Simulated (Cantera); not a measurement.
What does this Cantera script print?

```python
import numpy as np
import cantera as ct

gas_names = """
    B BF BF2 BF3 BH BHF2 BH2 BH3 BO BOF BOF2 BO2 B2 B2O B2O2 B2O3 B3O3F3 B3O3H3 F FO FO2 F2 F2O H HBO
    HBO2 HF HOF HO2 H2 H2F2 H2O H2O2 H3B3O6 H3F3 H4F4 H5F5 H6F6 H7F7 O OH O2 O3
""".split()
cond_names = """
    B(b) B(L) B2O3(L) B3O3H3(cr) H2O(s) H2O(L)
""".split()


# ... load() reads the species with a 1 bar reference pressure and builds the phases ...
atoms = {
    'BF3': {'B': 1, 'F': 3},
    'H2O': {'H': 2, 'O': 1},
}
top_T = {}  # K; cautious upper limits of use, not melting points


# ... equilibrate(T, P, feed) seeds the gas with the atoms and calls Mixture.equilibrate('TP', solver="vcs", rtol=1e-11, max_steps=5000) ...
results = []
feed = {'BF3': 1, 'H2O': 0.58}  # mol
for P in [10, 28, 77, 220, 600, 1700, 4600, 13000, 36000, 100000]:
    for T in [1100, 1175, 1250, 1325, 1400, 1475, 1550, 1625, 1700, 1775]:
        mix = equilibrate(T, P, feed)
        results.append((T, P, feed, dict(zip(mix.species_names, mix.species_moles))))

for T, P, feed, n in results:
    print(f"{T:7g} {P:10.4g}  " + (" + ".join(c for c in cond_names if n.get(c, 0) > 1e-12) or "gas only"))
```

It prints:

```
   1100         10  B2O3(L)
   1175         10  gas only
   1250         10  gas only
   1325         10  gas only
   1400         10  gas only
   1475         10  gas only
   1550         10  gas only
   1625         10  gas only
   1700         10  gas only
   1775         10  gas only
   1100         28  B2O3(L)
   1175         28  gas only
   1250         28  gas only
   1325         28  gas only
   1400         28  gas only
   1475         28  gas only
   1550         28  gas only
   1625         28  gas only
   1700         28  gas only
   1775         28  gas only
   1100         77  B2O3(L)
   1175         77  gas only
   1250         77  gas only
   1325         77  gas only
   1400         77  gas only
   1475         77  gas only
   1550         77  gas only
   1625         77  gas only
   1700         77  gas only
   1775         77  gas only
   1100        220  B2O3(L)
   1175        220  B2O3(L)
   1250        220  gas only
   1325        220  gas only
   1400        220  gas only
   1475        220  gas only
   1550        220  gas only
   1625        220  gas only
   1700        220  gas only
   1775        220  gas only
   1100        600  B2O3(L)
   1175        600  B2O3(L)
   1250        600  gas only
   1325        600  gas only
   1400        600  gas only
   1475        600  gas only
   1550        600  gas only
   1625        600  gas only
   1700        600  gas only
   1775        600  gas only
   1100       1700  B2O3(L)
   1175       1700  B2O3(L)
   1250       1700  gas only
   1325       1700  gas only
   1400       1700  gas only
   1475       1700  gas only
   1550       1700  gas only
   1625       1700  gas only
   1700       1700  gas only
   1775       1700  gas only
   1100       4600  gas only
   1175       4600  B2O3(L)
   1250       4600  gas only
   1325       4600  gas only
   1400       4600  gas only
   1475       4600  gas only
   1550       4600  gas only
   1625       4600  gas only
   1700       4600  gas only
   1775       4600  gas only
   1100    1.3e+04  gas only
   1175    1.3e+04  gas only
   1250    1.3e+04  gas only
   1325    1.3e+04  gas only
   1400    1.3e+04  gas only
   1475    1.3e+04  gas only
   1550    1.3e+04  gas only
   1625    1.3e+04  gas only
   1700    1.3e+04  gas only
   1775    1.3e+04  gas only
   1100    3.6e+04  gas only
   1175    3.6e+04  gas only
   1250    3.6e+04  gas only
   1325    3.6e+04  gas only
   1400    3.6e+04  gas only
   1475    3.6e+04  gas only
   1550    3.6e+04  gas only
   1625    3.6e+04  gas only
   1700    3.6e+04  gas only
   1775    3.6e+04  gas only
   1100      1e+05  gas only
   1175      1e+05  gas only
   1250      1e+05  gas only
   1325      1e+05  gas only
   1400      1e+05  gas only
   1475      1e+05  gas only
   1550      1e+05  gas only
   1625      1e+05  gas only
   1700      1e+05  gas only
   1775      1e+05  gas only
```

Method: chemical equilibrium by Gibbs-energy minimisation in Cantera with the NASA 1993 tables (ideal gas, pure condensed phases). The tables' values for BF2 are old estimates. Gases not in the tables: H3BO3.
